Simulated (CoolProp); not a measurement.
Properties of methanol along the isobar 36.8 MPa (Tc = 240.2 °C, pc = 8.216 MPa, ω = 0.565).

Model: reference Helmholtz-energy equation of state, de Reuck 1993, in CoolProp.

```tsv
T (°C)	phase	cp (kJ/(kg K))	speed of sound (m/s)	Joule-Thomson coefficient (K/MPa)	viscosity (µPa s)	conductivity (mW/(m K))	fugacity coefficient
94.65	liquid	2.974	1128	-0.2597	294	205	0.01270
119.85	liquid	3.184	1070	-0.2192	235	200	0.02572
145.05	liquid	3.410	1010	-0.1732	192	195	0.04674
170.35	liquid	3.653	945.0	-0.1196	160	190	0.07769
195.55	liquid	3.912	875.6	-0.05556	133	185	0.1193
220.75	liquid	4.189	801.8	0.02469	112	181	0.1714
245.95	supercritical	4.485	725.5	0.1292	94.2	177	0.2325
271.15	supercritical	4.797	649.9	0.2688	79.4	174	0.2998
296.45	supercritical	5.100	579.1	0.4561	67.4	170	0.3700
321.65	supercritical	5.298	521.4	0.6802	58.0	166	0.4383
346.85	supercritical	5.312	481.2	0.9127	51.2	161	0.5014
```

Viscosity comes from a separate model (Xiang 2006). Thermal conductivity comes from a separate model (Sykioti 2013).
